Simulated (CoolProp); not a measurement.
Model: reference Helmholtz-energy equation of state, de Reuck 1990, in CoolProp.

For fluorine, give the phase and the cp (kJ/(kg K)), cv (kJ/(kg K)), speed of sound (m/s), isothermal compressibility (1/MPa) at 104.1 K and 67.4 bar.


- 104.1 K and 67.4 bar: liquid; cp 1.55, cv 0.772, speed of sound 700, isothermal compressibility 0.00296
